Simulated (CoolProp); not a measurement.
A single-stage vapour-compression cycle with R141b: evaporating at 308.15 K (dew point), condensing at 331.15 K (bubble point), superheat 2 K, subcooling 0 K, compressor efficiency 0.9, no pressure losses. Each further row changes one setting.

Values from CoolProp's reference Helmholtz-energy equation of state, Lemmon 2006. It is a short technical equation, of lower accuracy than the large ones.

| case | cooling COP | pressure ratio | discharge temperature (K) | refrigerating effect (kJ/kg) | volumetric capacity (kJ/m³) |
|---|---|---|---|---|---|
| as stated | 11.2 | 2.07 | 335.1 | 196 | 1040 |
| evaporating temperature 313.15 K | 14.7 | 1.75 | 334.5 | … | … |
| condensing temperature 326.15 K | … | … | … | 202 | 1070 |
| subcooling 5 K | 11.5 | 2.07 | 335.1 | 202 | 1070 |
| superheat 12 K | 11.2 | 2.07 | 345.3 | … | 1040 |
| compressor efficiency 0.8 | 9.93 | 2.07 | 337.6 | 196 | 1040 |

Some entries are withheld; supply them.


- evaporating temperature 313.15 K, refrigerating effect (kJ/kg): 199
- evaporating temperature 313.15 K, volumetric capacity (kJ/m³): 1240
- condensing temperature 326.15 K, cooling COP: 14.5
- condensing temperature 326.15 K, pressure ratio: 1.78
- condensing temperature 326.15 K, discharge temperature (K): 329.9
- superheat 12 K, refrigerating effect (kJ/kg): 204
